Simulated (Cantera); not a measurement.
Input: 1 mol borazine, 2.4 mol H2O, 0.67 mol H2, at 60.0 Pa.

Equilibrium computed with Cantera from the NASA thermochemical tables; the gas is ideal and each condensed phase is pure. Candidate condensed phases: B, BN, B2O3, B3O3H3, H2O; 39 gas species. The feed counts by its element totals alone. Mutual solubility and eutectic melting of coexisting phases are not modelled. The tables' values for BH2 are old estimates; treat these amounts as uncertain. Kinetics and transport are ignored.

Problem. At 1702 °C, list the 5 most abundant gas species with their mole fractions, and the condensed phases.

Solution. H2 0.598, N2 0.134, BO 0.0958, HBO 0.0892, H 0.0432. Condensed: B(s) + BN(s).
